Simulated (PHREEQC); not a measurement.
0.57 g of hydrous ferric oxide (600 m²/g; 0.2 weak and 0.005 strong sites per Fe, Dzombak-Morel constants, diffuse double layer) in 1 kg of water with 0.001 mol/kgw of an inert sodium salt and 0.00041 mol MnCl2 and 5e-06 mol H3BO3, at 25 °C; the pH is set by adding NaOH or the inert anion's acid. No oxygen is let in. CO2 from the air is kept out. Precipitation was switched off in this run.

Base run: PHREEQC, ion-association model, wateq4f.dat. Each further column changes one thing. The table gives Mn sorbed (%).

| pH | base | no electrostatic term (-no_edl) | background salt from 0.001 to 0.0001 mol/kgw | oxide from 0.57 to 2.8 g/kgw |
|---|---|---|---|---|
| 3 | 0.0 | 0.0 | 0.0 | 0.0 |
| 4 | 0.0 | 0.0 | 0.0 | 0.0 |
| 4.5 | 0.0 | 0.1 | 0.0 | 0.1 |
| 5 | 0.1 | … | 0.1 | 0.6 |
| 6 | 4.1 | … | 4.1 | 18.5 |
| 7 | 20.4 | … | 20.5 | 66.5 |
| 7.5 | 49.4 | 84.4 | 49.8 | … |
| 8 | 79.6 | 95.3 | 79.9 | 99.1 |
| 9 | 99.4 | 99.1 | 99.5 | … |

Question: Fill in the missing entries.

Answer: 
- 5, no electrostatic term (-no_edl): 0.5
- 6, no electrostatic term (-no_edl): 8.1
- 7, no electrostatic term (-no_edl): 52.9
- 7.5, oxide from 0.57 to 2.8 g/kgw: 92.7
- 9, oxide from 0.57 to 2.8 g/kgw: 100.0

The oxide is taken as insoluble; below pH 4 it would dissolve.
